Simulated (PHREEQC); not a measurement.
# Hard or scaling water (model solution)

A solution holds 0.14 mol/kgw MgCl2, 0.0025 mol/kgw CO2 and 0.089 mol/kgw MgSO4, at 88 °C. Closed to the air; pH follows from the charge balance.

The numbers come from PHREEQC with the ion-association model, phreeqc.dat.

Each row changes one thing in this solution. Precipitation was switched off in this run.

| case | pH | ionic strength (mol/kgw) | Mg+2 (mol/kgw) | MgSO4 (mol/kgw) | SO4-2 (mol/kgw) | CO2 (mol/kgw) |
|---|---|---|---|---|---|---|
| as made | 4.49 | 0.476 | 0.154 | 0.0749 | 0.0141 | 0.00240 |
| temperature from 88 to 55 °C | 4.42 | 0.499 | 0.160 | 0.0692 | 0.0198 | 0.00241 |
| temperature from 88 to 5 °C | 4.50 | 0.576 | 0.179 | 0.0501 | 0.0389 | 0.00244 |
| CO2 from 0.0025 to 0.00375 mol/kgw | 4.40 | 0.476 | 0.154 | 0.0749 | 0.0141 | 0.00363 |
| MgCl2 replaced by CuCl2 at the same molality | 3.92 | 0.366 | 0.0423 | 0.0467 | 0.0267 | 0.00241 |
| diluted 2-fold with water | 4.68 | 0.243 | 0.0783 | 0.0361 | 0.00833 | 0.00120 |
| CO2 replaced by Li2CO3 at the same molality | 7.97 | 0.475 | 0.151 | 0.0747 | 0.0143 | 1.64e-5 |
| MgCl2 from 0.14 to 0.07 mol/kgw | 4.61 | 0.276 | 0.0866 | 0.0724 | 0.0165 | 0.00240 |
| MgCl2 left out | 4.80 | 0.0994 | 0.0249 | 0.0641 | 0.0248 | 0.00239 |

Complexes and solids missing from the database can't appear. Away from 25 °C the constants follow the database's enthalpies or fits; those with neither stay at their 25 °C values.
